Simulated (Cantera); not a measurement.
An adiabatic, constant-pressure homogeneous reactor starts with H₂ : O₂ : N₂ = 1 : 0.2 : 0.752 (molar parts), at 1073 K and 1.01 bar. Integrator tolerance rtol = 1e-08.

Detailed kinetics in Cantera: the H2/O2 subset of GRI-Mech 3.0, which has no nitrogen chemistry.

Task: What does this change do: pressure from 1.01 bar to 7.60 bar?

Result: 
```json
[
 {"quantity": "time of steepest temperature rise", "before": "0.141 ms", "after": "1.23 ms"},
 {"quantity": "temperature at 0.300 s", "before": "2476 K", "after": "2525 K"},
 {"quantity": "equilibrium temperature", "before": "2476 K", "after": "2525 K"},
 {"quantity": "x(H₂) at 0.300 s", "before": "0.334 (gas-phase equilibrium 0.334)", "after": "0.339 (gas-phase equilibrium 0.339)"},
 {"quantity": "x(O₂) at 0.300 s", "before": "1.27e-5 (gas-phase equilibrium 1.27e-5)", "after": "2.67e-6 (gas-phase equilibrium 2.67e-6)"},
 {"quantity": "x(OH) at 0.300 s", "before": "0.00177 (gas-phase equilibrium 0.00177)", "after": "0.000847 (gas-phase equilibrium 0.000847)"},
 {"quantity": "x(O) at 0.300 s", "before": "4.59e-5 (gas-phase equilibrium 4.59e-5)", "after": "9.74e-6 (gas-phase equilibrium 9.74e-6)"},
 {"quantity": "x(H₂O₂) at 0.300 s", "before": "5.40e-9 (gas-phase equilibrium 5.40e-9)", "after": "7.58e-9 (gas-phase equilibrium 7.58e-9)"},
 {"quantity": "x(HO₂) at 0.300 s", "before": "1.39e-8 (gas-phase equilibrium 1.39e-8)", "after": "8.10e-9 (gas-phase equilibrium 8.10e-9)"},
 {"quantity": "x(H₂O) at 0.300 s", "before": "0.225 (gas-phase equilibrium 0.225)", "after": "0.227 (gas-phase equilibrium 0.227)"}
]
```
The hydrogen kinetics of GRI-Mech 3.0 are dated; newer H2 mechanisms differ, most at raised pressure.

Task: What does this change do: pressure from 1.01 bar to 0.430 bar?

Result: 
```tsv
quantity	before	after
time of steepest temperature rise	0.141 ms	0.276 ms
temperature at 0.300 s	2476 K	2447 K
equilibrium temperature	2476 K	2447 K
x(H₂) at 0.300 s	0.334 (gas-phase equilibrium 0.334)	0.332 (gas-phase equilibrium 0.332)
x(O₂) at 0.300 s	1.27e-5 (gas-phase equilibrium 1.27e-5)	2.24e-5 (gas-phase equilibrium 2.24e-5)
x(OH) at 0.300 s	0.00177 (gas-phase equilibrium 0.00177)	0.00230 (gas-phase equilibrium 0.00230)
x(O) at 0.300 s	4.59e-5 (gas-phase equilibrium 4.59e-5)	8.05e-5 (gas-phase equilibrium 8.05e-5)
x(H₂O₂) at 0.300 s	5.40e-9 (gas-phase equilibrium 5.40e-9)	4.35e-9 (gas-phase equilibrium 4.35e-9)
x(HO₂) at 0.300 s	1.39e-8 (gas-phase equilibrium 1.39e-8)	1.58e-8 (gas-phase equilibrium 1.58e-8)
x(H₂O) at 0.300 s	0.225 (gas-phase equilibrium 0.225)	0.224 (gas-phase equilibrium 0.224)
```
